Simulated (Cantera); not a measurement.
# Premixed flame

A freely propagating, adiabatic, planar premixed flame of 17.4 % CO, 5.38 % H2, 0.972 % CH4, 16.0 % O2, 60.2 % N2, equivalence ratio 0.83, unburnt at 550 K and 0.133 bar; mixture-averaged transport, grid criteria slope 0.08 and curve 0.16, no radiation.

Cantera simulation using GRI-Mech 3.0 (53 species, 325 reactions); the numbers are that mechanism's predictions, not measurements. Burning velocities carry a grid error of a few per cent, more on coarse grids.

```json
[
 {"z (mm)": "-18.4", "T (K)": "550", "u (m/s)": "2.11", "x CO": "0.174", "x H2": "0.0538", "x CH4": "0.00972", "x C2H2": "<1e-8", "x HCN": "<1e-8", "x CH3": "<1e-8"},
 {"z (mm)": "-12.2", "T (K)": "550", "u (m/s)": "2.11", "x CO": "0.174", "x H2": "0.0538", "x CH4": "0.00972", "x C2H2": "<1e-8", "x HCN": "<1e-8", "x CH3": "<1e-8"},
 {"z (mm)": "-9.18", "T (K)": "550", "u (m/s)": "2.11", "x CO": "0.174", "x H2": "0.0538", "x CH4": "0.00972", "x C2H2": "<1e-8", "x HCN": "<1e-8", "x CH3": "<1e-8"},
 {"z (mm)": "-6.12", "T (K)": "550", "u (m/s)": "2.11", "x CO": "0.174", "x H2": "0.0538", "x CH4": "0.00972", "x C2H2": "<1e-8", "x HCN": "<1e-8", "x CH3": "<1e-8"},
 {"z (mm)": "-3.06", "T (K)": "561", "u (m/s)": "2.14", "x CO": "0.174", "x H2": "0.0522", "x CH4": "0.00972", "x C2H2": "<1e-8", "x HCN": "<1e-8", "x CH3": "3.47e-6"},
 {"z (mm)": "-1.53", "T (K)": "682", "u (m/s)": "2.59", "x CO": "0.170", "x H2": "0.0454", "x CH4": "0.00936", "x C2H2": "<1e-8", "x HCN": "<1e-8", "x CH3": "1.14e-5"},
 {"z (mm)": "0", "T (K)": "1051", "u (m/s)": "3.97", "x CO": "0.155", "x H2": "0.0252", "x CH4": "0.00277", "x C2H2": "2.13e-8", "x HCN": "<1e-8", "x CH3": "5.03e-5"},
 {"z (mm)": "1.53", "T (K)": "1298", "u (m/s)": "4.86", "x CO": "0.116", "x H2": "0.00815", "x CH4": "1.11e-5", "x C2H2": "<1e-8", "x HCN": "<1e-8", "x CH3": "4.97e-7"},
 {"z (mm)": "3.06", "T (K)": "1423", "u (m/s)": "5.26", "x CO": "0.0867", "x H2": "0.00695", "x CH4": "1.05e-8", "x C2H2": "<1e-8", "x HCN": "<1e-8", "x CH3": "<1e-8"},
 {"z (mm)": "6.12", "T (K)": "1561", "u (m/s)": "5.69", "x CO": "0.0654", "x H2": "0.00778", "x CH4": "<1e-8", "x C2H2": "<1e-8", "x HCN": "<1e-8", "x CH3": "<1e-8"},
 {"z (mm)": "12.2", "T (K)": "1692", "u (m/s)": "6.12", "x CO": "0.0620", "x H2": "0.00752", "x CH4": "<1e-8", "x C2H2": "<1e-8", "x HCN": "<1e-8", "x CH3": "<1e-8"},
 {"z (mm)": "24.5", "T (K)": "1829", "u (m/s)": "6.55", "x CO": "0.0592", "x H2": "0.00657", "x CH4": "<1e-8", "x C2H2": "<1e-8", "x HCN": "<1e-8", "x CH3": "<1e-8"},
 {"z (mm)": "49.0", "T (K)": "1962", "u (m/s)": "6.95", "x CO": "0.0533", "x H2": "0.00535", "x CH4": "<1e-8", "x C2H2": "<1e-8", "x HCN": "<1e-8", "x CH3": "<1e-8"}
]
```
x: mole fraction of selected species; z is measured from the peak of heat release.

```json
{
 "laminar_burning_velocity": "211 cm/s",
 "thermal_thickness": "6.12 mm",
 "peak x(C2H2)": "2.32e-8",
 "peak x(HCN)": "<1e-8",
 "peak x(CH3)": "5.55e-5",
 "grid_points": "198"
}
```
